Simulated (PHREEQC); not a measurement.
A column of 1 m (30 cells, dispersivity 0.05 m, 720 s a shift, diffusion coefficient 3e-10 m²/s) holds 0.0089 eq of the database's cation exchanger X per kg of pore water, first in equilibrium with 0.052 mol/kgw ZnCl2, 0.00037 mol/kgw CdCl2, 0.0015 mol/kgw NaCl and 1e-05 mol/kgw HCl. It is flushed with 1.6 mmol/kgw MgCl2, 1.6 mmol/kgw Na2SO4 and 0.01 mmol/kgw HCl, at 40 °C. Values are for the last cell. CO2 from the air is kept out. Nothing may precipitate in this run.

Equilibrium calculation in PHREEQC: ion-association model, phreeqc.dat.

| pore volumes | S in solution (mol/kgw) | Mg in solution (mol/kgw) | Cd in solution (mol/kgw) | Zn in solution (mol/kgw) |
|---|---|---|---|---|
| 0 | 0 | 0 | 0.000370 | 0.0520 |
| 0.35 | 4.76e-7 | 1.61e-7 | 0.000370 | 0.0520 |
| 0.85 | 0.000572 | 0.000264 | 0.000231 | 0.0338 |
| 1.183 | 0.00121 | 0.000393 | 8.29e-5 | 0.0136 |
| 1.517 | 0.00149 | 0.000303 | 2.45e-5 | 0.00481 |
| 2.017 | 0.00159 | 0.000254 | 7.83e-6 | 0.00179 |
| 2.35 | 0.00160 | 0.000321 | 5.92e-6 | 0.00139 |
| 2.683 | 0.00160 | 0.000436 | 4.97e-6 | 0.00119 |
| 3.017 | 0.00160 | 0.000573 | 4.20e-6 | 0.00104 |
| 3.517 | 0.00160 | 0.000781 | 3.15e-6 | 0.000822 |
| 3.85 | 0.00160 | 0.000908 | 2.55e-6 | 0.000694 |
| 4.183 | 0.00160 | 0.00102 | 2.03e-6 | 0.000581 |
| 4.683 | 0.00160 | 0.00116 | 1.42e-6 | 0.000438 |
| 5.017 | 0.00160 | 0.00124 | 1.11e-6 | 0.000359 |

Constants without temperature data keep their 25 °C values here.
